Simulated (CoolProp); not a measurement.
R1233zd(E) along the isotherm 256.6 K: fugacity coefficient from the reference equation and from simpler models built on Tc = 438.9 K, pc = 3583 kPa, ω = 0.304; each cubic takes its own stable root.

Computed with CoolProp (reference Helmholtz-energy equation of state, Akasaka 2022).

```json
[
 {"p (kPa)": "179", "phase": "liquid", "reference": "0.1233"},
 {"p (kPa)": "358", "phase": "liquid", "reference": "0.06214"},
 {"p (kPa)": "537", "phase": "liquid", "reference": "0.04177"},
 {"p (kPa)": "717", "phase": "liquid", "reference": "0.03153"},
 {"p (kPa)": "896", "phase": "liquid", "reference": "0.02544"},
 {"p (kPa)": "1070", "phase": "liquid", "reference": "0.02147"},
 {"p (kPa)": "1250", "phase": "liquid", "reference": "0.01853"},
 {"p (kPa)": "1430", "phase": "liquid", "reference": "0.01633"},
 {"p (kPa)": "1610", "phase": "liquid", "reference": "0.01462"},
 {"p (kPa)": "1790", "phase": "liquid", "reference": "0.01326"}
]
```

Q: How far does each simpler model (van der Waals, Peng-Robinson) lie from the reference over these 10 states: mean and median of the absolute difference, and the worst?

A: 
- van der Waals: mean 1007.0 %, median 1041.4 %, worst +1069.7 % at 256.6 K and 1790 kPa
- Peng-Robinson: mean 1.0 %, median 1.0 %, worst +1.1 % at 256.6 K and 179 kPa

At some of these states van der Waals gives the other phase, because its saturation line lies elsewhere.
